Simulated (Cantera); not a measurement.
Input (Python, Cantera) and output of one run.

```python
import numpy as np
import cantera as ct

gas_names = """
    CL CLO CL2 H HCL HOCL HO2 H2 H2O H2O2 O OH O2 O3 Si SiCL SiCL2 SiCL3 SiCL4 SiH SiHCL3 SiH2 SiH2CL2
    SiH3 SiH3CL SiH4 SiO SiO2 Si2 Si3
""".split()
cond_names = """
    H2O(s) H2O(L) Si(cr) Si(L) SiO2(Lqz) SiO2(hqz) SiO2(L)
""".split()


def load(file, names, dense=False):
    # The tables refer to 1 bar. Condensed volumes are neglected.
    table = {s.name: s for s in ct.Species.list_from_file(file)}
    out = []
    for n in names:
        d = dict(table[n].input_data)
        d["thermo"] = dict(d["thermo"], **{"reference-pressure": 1e5})
        if dense:
            d["equation-of-state"] = {"model": "constant-volume", "density": "1e6 g/cm^3"}
        out.append(ct.Species.from_dict(d))
    return out


gas = ct.Solution(thermo="ideal-gas", species=load("nasa_gas.yaml", gas_names))
cond = {s.name: ct.Solution(thermo="fixed-stoichiometry", species=[s], name=s.name)
        for s in load("nasa_condensed.yaml", cond_names, dense=True)}
atoms = {
    'SiH2Cl2': {'Si': 1, 'H': 2, 'CL': 2},
    'H2O': {'H': 2, 'O': 1},
}
top_T = {}  # K; cautious upper limits of use, not melting points


def equilibrate(T, P, feed):
    n = {}
    for name, mol in feed.items():
        for a, k in atoms[name].items():
            n[a] = n.get(a, 0.0) + k * mol
    gas.TPX = T, P, n
    mass = sum(n.values()) * gas.mean_molecular_weight
    gas.equilibrate("TP")
    valid = [c for c in cond.values() if c.min_temp <= T <= top_T.get(c.name, c.max_temp)]
    mix = ct.Mixture([(gas, mass / gas.mean_molecular_weight)] + [(c, 0.0) for c in valid])
    mix.T, mix.P = T, P
    mix.equilibrate("TP", solver="vcs", rtol=1e-11, max_steps=5000)
    return mix


results = []
feed = {'SiH2Cl2': 1, 'H2O': 0.29}  # mol
T = 2148  # K
P = 5600  # Pa
mix = equilibrate(T, P, feed)
results.append((T, P, feed, dict(zip(mix.species_names, mix.species_moles))))
x = sorted(zip(gas.X, gas.species_names), reverse=True)
print(f"T = {T:g} K  P = {P:g} Pa  gas = {mix.phase_moles(0):.4g} mol")
print("   x: " + "  ".join(f"{s} {v:.3e}" for v, s in x if v > 1e-06))
print("   condensed (mol): " + ("  ".join(f"{mix.phase(i).name} {mix.phase_moles(i):.4g}"
      for i in range(1, mix.n_phases) if mix.phase_moles(i) > 1e-12) or "none"))
```

Output:

```
T = 2148 K  P = 5600 Pa  gas = 2.612 mol
   x: H2 3.747e-01  SiCL2 2.595e-01  HCL 2.270e-01  SiO 1.110e-01  H 1.078e-02  SiCL 4.890e-03  CL 4.780e-03  Si 3.642e-03  SiCL3 3.227e-03  SiH 2.590e-04  SiH2 8.072e-05  Si2 4.872e-05  SiCL4 3.739e-05  SiHCL3 3.162e-05  Si3 9.032e-06  SiH2CL2 5.388e-06  H2O 1.214e-06
   condensed (mol): none
```

Equilibrium computed with Cantera from the NASA thermochemical tables; the gas is ideal and each condensed phase is pure. The tables' values for SiCl, SiCl3 are old estimates; treat these amounts as uncertain. Gases not in the tables: Si2H6 and higher silanes.
